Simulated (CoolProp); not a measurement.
Values from CoolProp's reference Helmholtz-energy equation of state, Span 1996.

Q: For carbon dioxide, give the phase and the cv (kJ/(kg K)), conductivity (mW/(m K)), Prandtl number at 243 K and 0.148 MPa; 243 K and 1.62 MPa.

A: 
- 243 K and 0.148 MPa: gas; cv 0.604, conductivity 12.6, Prandtl number 0.784
- 243 K and 1.62 MPa: liquid; cv 0.943, conductivity 145, Prandtl number 2.35

Viscosity comes from a separate model (Laesecke 2017). Thermal conductivity comes from a separate model (Huber 2016).
